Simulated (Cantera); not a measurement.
A freely propagating, adiabatic, planar premixed flame of H2 : O2 : N2 = 1 : 0.333 : 1.25 (molar parts), equivalence ratio 1.5, unburnt at 550 K and 63000 Pa; unity-Lewis-number transport, grid criteria slope 0.08 and curve 0.16, no radiation.

Cantera simulation using the H2/O2 subset of GRI-Mech 3.0, which has no nitrogen chemistry; the numbers are that mechanism's predictions, not measurements. Unity Lewis numbers drop preferential diffusion, which matters most where H2 and H carry the flame. Burning velocities carry a grid error of a few per cent, more on coarse grids.

### Question
Predict: laminar burning velocity; thermal thickness; peak x(H); peak x(O); peak x(HO2); peak x(H2O2).

### Answer
```
Quantity                     Value
------------------------  --------
laminar burning velocity  456 cm/s
thermal thickness         0.646 mm
peak x(H)                   0.1000
peak x(O)                  0.00680
peak x(HO2)               0.000175
peak x(H2O2)               4.76e-6
```
